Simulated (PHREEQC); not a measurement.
Solution (35 °C): 19 mmol/kgw H2SO4, 120 mmol/kgw ZnSO4 and 5.4 mmol/kgw MgSO4. Closed to the air; pH follows from the charge balance.

All values are PHREEQC results (ion-association model, phreeqc.dat), not measurements.

No solid was allowed to form.

Task: Order these Zn species by the share of Zn that they hold, largest first: Zn+2, Zn(SO4)2-2, ZnSO4.

Result: Zn+2 (51 %), ZnSO4 (37 %), Zn(SO4)2-2 (12 %)

The pH is 1.93 and the ionic strength 0.266 mol/kgw.
